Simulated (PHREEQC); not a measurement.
Consider water at 25 °C with 0.0013 mol NaH2PO4, 0.047 mol Na2SO4 and 0.00051 mol NaCl per kg of water. Closed to the air; pH follows from the charge balance.

Computed with PHREEQC (ion-association model, phreeqc.dat).

Each row changes one thing in this solution. Precipitation was switched off in this run.

```
case                                             pH  ionic strength (mol/kgw)  Na+ (mol/kgw)
---------------------------------------------  ----  ------------------------  -------------
as made                                        5.11                     0.130         0.0896
NaH2PO4 left out                               7.17                     0.129            ___
Na2SO4 from 0.047 to 0.0047 mol/kgw            5.07                    0.0156         0.0111
NaCl replaced by Na2SiO3 at the same molality  7.39                       ___         0.0900
0.0021 mol/kgw HBr added                       3.17                     0.130            ___
Na2SO4 left out                                5.06                       ___        0.00181
NaCl from 0.00051 to 5.1e-05 mol/kgw           5.11                     0.130         0.0891
```

Fill in the missing entries.


- NaH2PO4 left out, Na+ (mol/kgw): 0.0883
- NaCl replaced by Na2SiO3 at the same molality, ionic strength (mol/kgw): 0.132
- 0.0021 mol/kgw HBr added, Na+ (mol/kgw): 0.0897
- Na2SO4 left out, ionic strength (mol/kgw): 0.00183

Some of these states are supersaturated (in Quartz (slow to form), Chalcedony (slow to form), for instance).
